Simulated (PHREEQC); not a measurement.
A PHREEQC speciation (ion-association model, phreeqc.dat) at 41 °C gives pH 1.25 and these molalities:

```json
[
 {"species": "H3PO4", "mol/kgw": "0.533"},
 {"species": "H+", "mol/kgw": "0.0673"},
 {"species": "H2PO4-", "mol/kgw": "0.0673"}
]
```

Problem. What are the element totals, and what could have been dissolved in 1 kg of water to give them?

Solution. One answer among several that fit: totals P 0.600 mol/kgw, from 0.6 mol/kgw H3PO4.

Precipitation was switched off in this run. At this temperature some constants are extrapolated from 25 °C, and those without enthalpy data are left unchanged.
